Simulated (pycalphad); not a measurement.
CALPHAD calculation (pycalphad, COST 507 light-alloy database (1999)), 1 atm. These are 1990s assessments: newer ones move some temperatures and phases.

# Al-6.4Si (at.%): equilibrium cooling sequence

```json
[
 {"T (°C)": "618.9", "phases above": "liquid", "phases below": "fcc + liquid"},
 {"T (°C)": "577.0", "phases above": "fcc + liquid", "phases below": "diamond (Si) + fcc"}
]
```

Changes were sought between steps of 40 K, so a narrower field can be missed.
